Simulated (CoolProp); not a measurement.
Properties of 1-butene at several states (Tc = 419.3 K, pc = 4006 kPa, ω = 0.192).

The numbers come from the reference Helmholtz-energy equation of state, Lemmon 2005 in CoolProp. It is a short technical equation, of lower accuracy than the large ones.

```csv
T (K),p (kPa),phase,density (kg/m³),speed of sound (m/s)
343.9,24.9,gas,0.4906,(withheld)
318.3,8950,liquid,(withheld),(withheld)
176.5,4080,liquid,725.2,1601
306.1,6390,liquid,589.5,(withheld)
```

Problem. What belongs in the gaps?

Solution. 
- 343.9, speed of sound (m/s): 235.5
- 318.3, density (kg/m³): 579.8
- 318.3, speed of sound (m/s): 879.8
- 306.1, speed of sound (m/s): 909.7
